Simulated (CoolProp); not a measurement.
Vapour-liquid equilibrium of benzene (1) + ethylbenzene (2) at 348.2 K; x and y are mole fractions of (1).

Values from CoolProp's multi-fluid Helmholtz-energy mixture model, Thol 2012 and Zhou 2012; pair parameters Bell 2016.

```csv
x,"bubble pressure, mixture model (kPa)","bubble pressure, Raoult's law (kPa)","y, mixture model","y, Raoult's law"
0.05,16.75,17.48,0.213,0.248
0.15,22.83,24.76,…,0.525
0.25,29.28,32.03,0.645,0.676
0.35,36.11,39.31,0.752,0.771
0.45,…,46.58,0.827,0.837
0.55,…,53.86,0.881,0.884
0.65,58.68,61.13,…,0.921
0.75,66.67,68.41,0.952,0.949
0.85,74.72,75.68,…,0.973
0.95,82.68,82.96,…,0.992
```

Q: Some entries are withheld; supply them.

A: 
- 0.15, y, mixture model: 0.483
- 0.45, bubble pressure, mixture model (kPa): 43.33
- 0.55, bubble pressure, mixture model (kPa): 50.87
- 0.65, y, mixture model: 0.922
- 0.85, y, mixture model: 0.975
- 0.95, y, mixture model: 0.993

The largest gap from Raoult's law is -8.6 % in bubble pressure, at x = 0.25. No azeotrope shows between x = 0.05 and 0.95.

The pair parameters rest on a limited set of measurements; away from them the model extrapolates.
